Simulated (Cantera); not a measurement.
Feed: 1 mol MgO, 2.4 mol HCl, 0.028 mol O₂, equilibrated at 3400 Pa.

Method: chemical equilibrium by Gibbs-energy minimisation in Cantera with the NASA 1993 tables (ideal gas, pure condensed phases). Candidate condensed phases: H₂O, Mg, MgCl₂, MgO, Mg(OH)₂; 22 gas species. Kinetics and transport are ignored.

x: gas mole fraction; n: condensed amount in mol.

| T (°C) | x HCl | x H₂O | x MgCl₂ | x Cl₂ | x Cl | x O₂ | n MgO(s) |
|---|---|---|---|---|---|---|---|
| 677 | 0.953 | 0.0235 | 0.000287 | 0.0232 | 0.000146 | 4.38e-5 | 0.999 |
| 727 | 0.952 | 0.0238 | 0.000709 | 0.0230 | 0.000319 | 9.38e-5 | 0.998 |
| 777 | 0.950 | 0.0245 | 0.00157 | 0.0226 | 0.000646 | 0.000190 | 0.996 |
| 827 | 0.948 | 0.0257 | ? | 0.0220 | ? | ? | 0.992 |
| 877 | 0.943 | 0.0277 | 0.00575 | 0.0208 | 0.00215 | 0.000691 | 0.986 |
| 927 | 0.936 | 0.0304 | 0.00960 | 0.0191 | 0.00354 | 0.00121 | 0.977 |
| 977 | 0.927 | ? | ? | ? | ? | ? | 0.964 |
| 1027 | 0.915 | 0.0390 | 0.0214 | 0.0136 | 0.00786 | 0.00279 | 0.948 |
| 1077 | 0.901 | 0.0451 | 0.0291 | 0.0106 | 0.0106 | 0.00360 | 0.929 |
| 1127 | 0.884 | 0.0524 | 0.0377 | 0.00783 | 0.0136 | 0.00420 | 0.908 |

Q: Fill in the missing entries.

A: 
- 827, x MgCl₂: 0.00316
- 827, x Cl: 0.00122
- 827, x O₂: 0.000371
- 977, x H₂O: 0.0342
- 977, x MgCl₂: 0.0148
- 977, x Cl₂: 0.0166
- 977, x Cl: 0.00545
- 977, x O₂: 0.00194
